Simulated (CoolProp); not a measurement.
Vapour-liquid equilibrium of dimethyl ether (1) + n-pentane (2) at 0.114 MPa; x and y are mole fractions of (1).

Model: multi-fluid Helmholtz-energy mixture model, Wu 2011 and Thol 2019; pair parameters Bell 2016, in CoolProp.

Task: Give the bubble temperature and the first vapour's composition at x = 0.05, 0.2, 0.8. Is there an azeotrope?

Result: x = 0.05: 33.5 °C, y = 0.222; x = 0.2: 12.7 °C, y = 0.707; x = 0.8: -18.7 °C, y = 0.976. No azeotrope shows between x = 0.05 and 0.95.

The pair parameters rest on a limited set of measurements; away from them the model extrapolates. The gap from Raoult's law changes sign with composition, which may be real or a fault of the pair parameters; it wasn't checked against measurements.
